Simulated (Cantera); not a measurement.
Input: 1 mol Si(CH3)4, 0.045 mol C3H8, 100 mol H2, at 2002 °C and 12000 Pa.

Equilibrium computed with Cantera from the NASA thermochemical tables; the gas is ideal and each condensed phase is pure. Candidate condensed phases: C, C6H6, C7H8, C8H18, Si, SiC; 87 gas species. Gases not in the tables: Si2H6 and higher silanes. The numbers say what is thermodynamically allowed, not how fast it happens.

Base state: H2 0.971, H 0.0241, C2H2 (acetylene) 0.00370, Si 0.000831, SiH 0.000109, SiC2 0.000105, Si2C 6.24e-5, SiH2 5.44e-5 (mole fractions); condensed: C(graphite) + SiC(s).

Q: What changes in the equilibrium state with this change: temperature from 2002 °C to 1775 °C?

A: 
```json
[
 {"species": "H2", "before": "0.971", "after": "0.992"},
 {"species": "H", "before": "0.0241", "after": "0.00644"},
 {"species": "C2H2 (acetylene)", "before": "0.00370", "after": "0.00104"},
 {"species": "Si", "before": "0.000831", "after": "4.11e-5"},
 {"species": "SiC2", "before": "0.000105", "after": "2.11e-6"},
 {"species": "Si2C", "before": "6.24e-5", "after": "1.37e-6"},
 {"species": "SiH", "before": "0.000109", "after": "8.61e-6"},
 {"species": "SiH2", "before": "5.44e-5", "after": "8.97e-6"},
 {"species": "C(graphite), mol", "before": "2.43", "after": "2.91"},
 {"species": "SiC(s), mol", "before": "0.868", "after": "0.993"}
]
```
